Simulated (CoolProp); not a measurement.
A simple Rankine cycle with toluene: condensing at 330.15 K, boiler at 0.259 MPa, turbine inlet 435.5 K, turbine efficiency 0.6, pump efficiency 0.6, no recuperator. Each further row changes one setting.

The numbers come from the reference Helmholtz-energy equation of state, Lemmon 2006 in CoolProp. It is a short technical equation, of lower accuracy than the large ones.

| case | thermal efficiency (%) | net work (kJ/kg) | heat in (kJ/kg) | turbine exit temperature (K) | volume ratio over the turbine |
|---|---|---|---|---|---|
| as stated | 10.7 | 57.6 | 538 | 393.0 | 15.2 |
| turbine inlet 455.5 K | 10.6 | 60.8 | 573 | 413.5 | 15.1 |
| condensing temperature 322.15 K | 11.6 | 64.1 | 553 | 388.5 | 21.0 |
| boiler pressure 0.181 MPa | 9.5 | 51.2 | 541 | 399.3 | 10.5 |
| turbine efficiency 0.5 | 8.9 | 47.9 | 538 | 399.4 | 15.4 |
